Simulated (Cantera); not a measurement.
Input: 1 mol Si, 0.7 mol CO2, 14 mol H2, at 40.0 mbar.

Cantera equilibrium calculation (NASA polynomials, part measured and part estimated; ideal gas, pure solids and liquids). Candidate condensed phases: C, C6H6, C7H8, C8H18, H2O, Si, SiC, SiO2; 123 gas species. Mutual solubility and eutectic melting of coexisting phases are not modelled. The tables hold silica as quartz up to 1696 K and as liquid above; real silica turns to tridymite and cristobalite and melts near 1996 K. The numbers say what is thermodynamically allowed, not how fast it happens.

Over these rows the condensed part is SiC(s) + SiO2(β-quartz). Partial pressures as log10 of bar:

```csv
T (K),1000/T (1/K),log p SiO,log p H2,log p CO
1325,0.7547,-6.06,-1.41,-3.13
1375,0.7273,-5.37,-1.41,-3.13
1425,0.7018,?,-1.41,-3.12
1475,0.6780,-4.15,-1.41,-3.11
1525,0.6557,-3.60,-1.41,-3.08
1575,0.6349,-3.11,-1.42,-3.01
```

Question: Fit log p(SiO) = a + b·(1000/T) to the five rows, give the apparent enthalpy, and predict the row at 1425 K.

Answer: Means: 1000/T = 0.6901, log p = -4.458. Sxy = -0.245067, Sxx = 0.0099338, so b = -24.67 and a = -4.458 − (-24.67)×0.6901 = 12.57.
Apparent enthalpy: −19.145 × (-24.67) = 472 kJ/mol. With the condensed phases at unit activity, 1/3 SiC(s) + 2/3 SiO2(β-quartz) = SiO(g) + 1/3 CO(g) links this pressure to the main gases: over the six rows their terms move log p by -0.04 in all, so the slope is close to that reaction's ΔH°. The five rows lie within 0.02 of the line.
Prediction at 1425 K: 12.57 + (-24.67)×0.7018 = -4.74. The computed value is -4.74, 0.00 from the line.
